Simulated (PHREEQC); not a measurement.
A solution holds 33 mmol/kgw HF, 0.057 mmol/kgw NaF and 0.18 mmol/kgw (NH4)2SiF6, at 25 °C. Closed to the air; pH follows from the charge balance.

Computed with PHREEQC (ion-association model, phreeqc.dat).

Each row changes one thing in this solution. No solid was allowed to form.

```tsv
case	pH	ionic strength (mol/kgw)	HF (mol/kgw)	F- (mol/kgw)	HF2- (mol/kgw)	SI of Quartz (SiO2)
as made	2.35	0.00545	0.0277	0.00443	0.000471	-6.37
diluted 100-fold with water	3.62	0.000251	8.99e-5	0.000251	8.67e-8	-1.76
diluted 5-fold with water	2.75	0.00199	0.00470	0.00185	3.33e-5	-3.20
temperature from 25 to 40 °C	2.40	0.00487	0.0283	0.00387	0.000460	-5.44
NaF left out	2.34	0.00541	0.0277	0.00441	0.000468	-6.36
temperature from 25 to 15 °C	2.31	0.00584	0.0273	0.00483	0.000463	-6.99
```

At this temperature some constants are extrapolated from 25 °C, and those without enthalpy data are left unchanged. SiF6-2 is the database's only silicon fluoride.
